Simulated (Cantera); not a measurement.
A perfectly stirred reactor is fed with 9.72 % CO, 10.7 % H₂, 16.7 % O₂, 62.9 % N₂, equivalence ratio 0.61, at 2.37 atm; it is adiabatic with a 400 K inlet, and is followed from long to short residence time, starting on the burning branch (τ in s: 0.25, 0.084, 0.028, 0.0095, 0.0032, 0.0011, 0.00036, 0.00012, 4.1e-05, 1.4e-05, 4.7e-06).

Detailed kinetics in Cantera: GRI-Mech 3.0 (53 species, 325 reactions). The hydrogen kinetics of GRI-Mech 3.0 are dated; newer H2 mechanisms differ, most at raised pressure.

### Question
Predict: blow-out, bracketed by the residence times tried; x(CO) at τ = 0.250 s; x(H₂) at τ = 0.250 s; x(O₂) at τ = 0.250 s; x(NO₂) at τ = 0.250 s; x(NO) at τ = 0.250 s; x(CO) at τ = 1.10 ms; x(H₂) at τ = 1.10 ms; x(O₂) at τ = 1.10 ms; x(NO₂) at τ = 1.10 ms; x(NO) at τ = 1.10 ms.

### Answer
```
Property                                                                      Result
------------------------------------------------  ----------------------------------
blow-out, bracketed by the residence times tried  burning at 41.0 µs, out at 14.0 µs
x(CO) at τ = 0.250 s                                                        0.000461
x(H₂) at τ = 0.250 s                                                        0.000104
x(O₂) at τ = 0.250 s                                                          0.0720
x(NO₂) at τ = 0.250 s                                                        8.01e-7
x(NO) at τ = 0.250 s                                                        0.000494
x(CO) at τ = 1.10 ms                                                         0.00756
x(H₂) at τ = 1.10 ms                                                         0.00152
x(O₂) at τ = 1.10 ms                                                          0.0745
x(NO₂) at τ = 1.10 ms                                                        5.68e-8
x(NO) at τ = 1.10 ms                                                         3.69e-5
```
